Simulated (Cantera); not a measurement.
# CaCO₃ + CO₂ (calcination and drying)

Feed: 1 mol CaCO₃, 0.25 mol CO₂, equilibrated at 13.3 mbar.

Method: chemical equilibrium by Gibbs-energy minimisation in Cantera with the NASA 1993 tables (ideal gas, pure condensed phases). Candidate condensed phases: C, Ca, CaCO₃, CaO; 15 gas species. Kinetics and transport are ignored.

| T (°C) | x CO₂ | x CO | x O₂ | x O | n CaO(s) |
|---|---|---|---|---|---|
| 1000 | 1.000 | 0.000105 | 5.26e-5 | 6.75e-9 | 1.00 |
| 1050 | 1.000 | 0.000205 | 0.000103 | 2.34e-8 | 1.00 |
| 1100 | 0.999 | 0.000382 | 0.000191 | 7.38e-8 | 1.00 |
| 1150 | 0.999 | 0.000680 | 0.000340 | 2.15e-7 | 1.00 |
| 1200 | 0.998 | 0.00116 | 0.000581 | 5.83e-7 | 1.00 |
| 1250 | 0.997 | 0.00192 | 0.000958 | 1.48e-6 | 1.00 |
| 1300 | 0.995 | 0.00306 | 0.00153 | 3.54e-6 | 1.00 |
| 1350 | 0.993 | 0.00475 | 0.00237 | 8.02e-6 | 1.00 |
| 1400 | 0.989 | 0.00716 | 0.00357 | 1.73e-5 | 1.00 |
| 1450 | 0.984 | 0.0105 | 0.00524 | 3.57e-5 | 1.00 |
x: gas mole fraction; n: condensed amount in mol.

From 1000 °C to 1450 °C the condensed part is CaO(s).
